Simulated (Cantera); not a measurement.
Feed: 1 mol Ca(OH)₂, 6.9 mol H₂, 0.17 mol CO₂, held at 260000 Pa.

These are equilibrium values from Cantera (NASA tables, ideal gas, pure condensed phases), not measurements of a reactor. Candidate condensed phases: C, C₆H₆, C₇H₈, C₈H₁₈, Ca, CaCO₃, CaO, Ca(OH)₂, H₂O; 115 gas species. Rates play no part.

x: gas mole fraction; n: condensed amount in mol.

| T (°C) | x H₂ | x H₂O | x CH₄ | x CO | x CO₂ | n CaO(s) | n Ca(OH)₂(s) |
|---|---|---|---|---|---|---|---|
| 452 | 0.886 | 0.0901 | 0.0242 | 4.71e-7 | (withheld) | 0.293 | 0.707 |
| 652 | 0.811 | 0.167 | 0.0183 | 0.00252 | (withheld) | 1.00 | 0 |
| 852 | 0.835 | 0.143 | 0.000892 | 0.0175 | (withheld) | 1.00 | 0 |
| 1052 | 0.836 | 0.143 | 2.56e-5 | 0.0193 | (withheld) | 1.00 | 0 |
| 1252 | 0.835 | 0.144 | 1.78e-6 | 0.0198 | (withheld) | 1.000 | 0 |
| 1452 | 0.835 | 0.144 | 2.30e-7 | 0.0201 | (withheld) | 1.000 | 0 |
| 1652 | 0.834 | 0.144 | 4.61e-8 | 0.0202 | (withheld) | 1.000 | 0 |

Question: Fill in the missing entries.

Answer: 
- 452, x CO₂: 3.61e-7
- 652, x CO₂: 0.00105
- 852, x CO₂: 0.00273
- 1052, x CO₂: 0.00177
- 1252, x CO₂: 0.00127
- 1452, x CO₂: 0.000984
- 1652, x CO₂: 0.000813
